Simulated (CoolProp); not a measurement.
Vapour pressure (kPa) of R245fa: the reference equation beside estimates from Tc = 427.0 K, pc = 3651 kPa, ω = 0.378. Clausius-Clapeyron is anchored at 245.8 K with a constant enthalpy of vaporisation of 29.25 kJ/mol.

Model: reference Helmholtz-energy equation of state, Akasaka 2015, in CoolProp.

| T (K) | reference | Lee-Kesler | Clausius-Clapeyron | Redlich-Kwong | Soave-Redlich-Kwong |
|---|---|---|---|---|---|
| 230.2 | 4.782 | 4.664 | 4.898 | 22.09 | 4.758 |
| 238 | 8.017 | 7.845 | 8.083 | 32.98 | 7.974 |
| 245.8 | 12.92 | 12.69 | 12.92 | 47.71 | 12.85 |
| 253.6 | 20.10 | 19.81 | 20.07 | 67.09 | 20.00 |
| 261.4 | 30.29 | 29.97 | 30.36 | 92.02 | 30.17 |
| 269.1 | 44.15 | 43.82 | 44.62 | 123.0 | 44.01 |
| 276.9 | 63.02 | 62.75 | 64.49 | 161.6 | 62.88 |
| 284.7 | 87.90 | 87.74 | 91.34 | 208.7 | 87.79 |
| 292.5 | 120.0 | 120.1 | 127.0 | 265.2 | 120.0 |

Absolute difference from the reference over all 9 rows, mean and median: Lee-Kesler 1.1 and 1.1 %, Clausius-Clapeyron 1.9 and 1.1 %, Redlich-Kwong 219.3 and 203.8 %, Soave-Redlich-Kwong 0.3 and 0.4 %.
